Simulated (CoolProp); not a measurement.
Vapour pressure (bar) of sulfur dioxide: the reference equation beside estimates from Tc = 430.6 K, pc = 78.87 bar, ω = 0.256.

Values from CoolProp's reference Helmholtz-energy equation of state, Gao 2016.

```
T (K)  reference  van der Waals  Peng-Robinson
-----  ---------  -------------  -------------
268.6      1.286          8.539          1.294
281.7      2.180          11.09          2.181
294.8      3.501          14.10            [?]
308        5.387          17.63          5.361
321.1      7.944          21.65          7.900
334.3      11.36          26.27          11.30
347.4        [?]          31.42          15.66
360.6      21.28            [?]            [?]
373.7      28.12          43.59          28.12
386.8      36.47          50.59          36.55
400        46.62          58.31          46.82
```

Problem. Some entries are withheld; supply them.

Solution. 
- 294.8, Peng-Robinson: 3.491
- 347.4, reference: 15.72
- 360.6, van der Waals: 37.22
- 360.6, Peng-Robinson: 21.23

Absolute difference from the reference over all 11 rows, mean and median: van der Waals 190.9 and 131.2 %, Peng-Robinson 0.3 and 0.4 %.
